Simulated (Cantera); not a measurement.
What does this Cantera script print?

```python
import numpy as np
import cantera as ct

gas_names = """
    Electron C C+ C- CH CH+ CH2 CH3 CH2OH CH3O CH4 CH3OH CO CO+ CO2 CO2+ COOH C2 C2+ C2- C2H CHCO,ketyl
    C2H2,acetylene C2H2,vinylidene CH2CO,ketene C2H3,vinyl CH3CO,acetyl C2H4 C2H4O,ethylen
    CH3CHO,ethanal CH3COOH (HCOOH)2 C2H5 C2H6 CH3OCH3 C2H5OH C2O C3 C3H3,propargyl C3H4,allene
    C3H4,propyne C3H4,cyclo- C3H5,allyl C3H6,propylene C3H6,cyclo- C3H6O C3H7,n-propyl C3H7,i-propyl
    C3H8 C3H8O,1propanol C3H8O,2propanol C3O2 C4 C4H2 C4H4,1,3-cyclo- C4H6,butadiene C4H6,2-butyne
    C4H6,cyclo- C4H8,1-butene C4H8,cis2-buten C4H8,tr2-butene C4H8,isobutene C4H8,cyclo- (CH3COOH)2
    C4H9,n-butyl C4H9,i-butyl C4H9,s-butyl C4H9,t-butyl C4H10,isobutane C4H10,n-butane C5 C5H6,1,3cyclo-
    C5H8,cyclo- C5H10,1-pentene C5H10,cyclo- C5H11,pentyl C5H11,t-pentyl C5H12,n-pentane C5H12,i-pentane
    CH3C(CH3)2CH3 C6H2 C6H5,phenyl C6H5O,phenoxy C6H6 C6H5OH,phenol C6H10,cyclo- C6H12,1-hexene
    C6H12,cyclo- C6H13,n-hexyl C7H7,benzyl C7H8 C7H8O,cresol C7H14,1-heptene C7H15,n-heptyl
    C7H16,n-heptane C8H8,styrene C8H10,ethylbenz C8H16,1-octene C8H17,n-octyl C8H18,isooctane
    C8H18,n-octane C9H19,n-nonyl C10H8,naphthale C10H21,n-decyl C12H9,o-bipheny C12H10,bipheny H H+ H-
    HCO HCO+ HO2 H2 H2+ H2- HCHO,formaldehy HCOOH H2O H2O+ H2O2 H3O+ O O+ O- OH OH+ OH- O2 O2+ O2- O3
""".split()
cond_names = """
    C(gr) C6H6(L) C7H8(L) C8H18(L),n-octa H2O(s) H2O(L)
""".split()


def load(file, names, dense=False):
    # The tables refer to 1 bar. Condensed volumes are neglected.
    table = {s.name: s for s in ct.Species.list_from_file(file)}
    out = []
    for n in names:
        d = dict(table[n].input_data)
        d["thermo"] = dict(d["thermo"], **{"reference-pressure": 1e5})
        if dense:
            d["equation-of-state"] = {"model": "constant-volume", "density": "1e6 g/cm^3"}
        out.append(ct.Species.from_dict(d))
    return out


gas = ct.Solution(thermo="ideal-gas", species=load("nasa_gas.yaml", gas_names))
cond = {s.name: ct.Solution(thermo="fixed-stoichiometry", species=[s], name=s.name)
        for s in load("nasa_condensed.yaml", cond_names, dense=True)}
atoms = {
    'CO': {'C': 1, 'O': 1},
    'H2O': {'H': 2, 'O': 1},
}
top_T = {'C(gr)': 4500}  # K; cautious upper limits of use, not melting points


def equilibrate(T, P, feed):
    n = {}
    for name, mol in feed.items():
        for a, k in atoms[name].items():
            n[a] = n.get(a, 0.0) + k * mol
    gas.TPX = T, P, n
    mass = sum(n.values()) * gas.mean_molecular_weight
    gas.equilibrate("TP")
    valid = [c for c in cond.values() if c.min_temp <= T <= top_T.get(c.name, c.max_temp)]
    mix = ct.Mixture([(gas, mass / gas.mean_molecular_weight)] + [(c, 0.0) for c in valid])
    mix.T, mix.P = T, P
    mix.equilibrate("TP", solver="vcs", rtol=1e-11, max_steps=5000)
    return mix


results = []
feed = {'CO': 1, 'H2O': 3.5}  # mol
P = 2100000  # Pa
for T in [2500, 3000, 3500, 4000, 4500, 5000]:
    mix = equilibrate(T, P, feed)
    results.append((T, P, feed, dict(zip(mix.species_names, mix.species_moles))))

top = {s: max(r[3][s] / sum(r[3][g] for g in gas_names) for r in results) for s in gas_names}
cols = sorted((s for s in top if top[s] > 0.001), key=lambda s: -top[s])[:5]
seen = [c for c in cond_names if any(r[3].get(c, 0) > 1e-12 for r in results)]
print("log10 of partial pressures in bar; condensed amounts in mol")
print(f"{'T/K':>10s}" + "".join(f"{s[:9]:>10s}" for s in cols + seen))
for T, P, feed, n in results:
    ng = sum(n[g] for g in gas_names)
    print(f"{T:10.4g}" + "".join(f"{np.log10(max(n[s] / ng * P / 1e5, 1e-99)):10.3f}" for s in cols)
          + "".join(f"{n.get(c, 0):10.4g}" for c in seen))
```

Output:

```
log10 of partial pressures in bar; condensed amounts in mol
       T/K       H2O         H         O        H2        CO
      2500     1.145    -1.418    -3.283     0.363     0.372
      3000     1.125    -0.622    -1.529     0.360     0.407
      3500     1.019     0.002    -0.471     0.461     0.465
      4000     0.765     0.478     0.136     0.550     0.473
      4500     0.328     0.789     0.488     0.501     0.418
      5000    -0.281     0.960     0.669     0.304     0.351
```

These are equilibrium values from Cantera (NASA tables, ideal gas, pure condensed phases), not measurements of a reactor.
